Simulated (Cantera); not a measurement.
Charge: 1 mol AlBr₃, 28 mol NH₃, 2.9 mol H₂, at 577 °C and 13.3 mbar.

Equilibrium computed with Cantera from the NASA thermochemical tables; the gas is ideal and each condensed phase is pure. Candidate condensed phases: Al, AlBr₃, AlN, Br₂; 19 gas species. The numbers say what is thermodynamically allowed, not how fast it happens.

Base state: H₂ 0.726, N₂ 0.226, HBr 0.0468, AlBr₃ 0.00111 (mole fractions); condensed: AlN(s).

Question: What changes in the equilibrium state with this change: AlBr₃ replaced by Al?

Answer: 
```
species       before  after
-----------  -------  -----
H₂             0.726  0.769
N₂             0.226  0.231
HBr           0.0468      0
AlBr₃        0.00111      0
AlN(s), mol    0.934   1.00
```
